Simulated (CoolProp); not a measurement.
Values from CoolProp's reference Helmholtz-energy equation of state, Platzer 1990. This equation is an older, rougher fit.

Q: For R13, give the phase and the Joule-Thomson coefficient (K/MPa), Prandtl number at 366 K and 6.3 bar; 450 K and 6.3 bar.

A: 
- 366 K and 6.3 bar: gas; Joule-Thomson coefficient 6.59, Prandtl number 0.739
- 450 K and 6.3 bar: gas; Joule-Thomson coefficient 3.90, Prandtl number 0.709

Viscosity comes from a separate model (Huber 2003), an estimate that may be off by 10 % or more. Thermal conductivity comes from a separate model (Huber 2003), an estimate that may be off by 10 % or more.
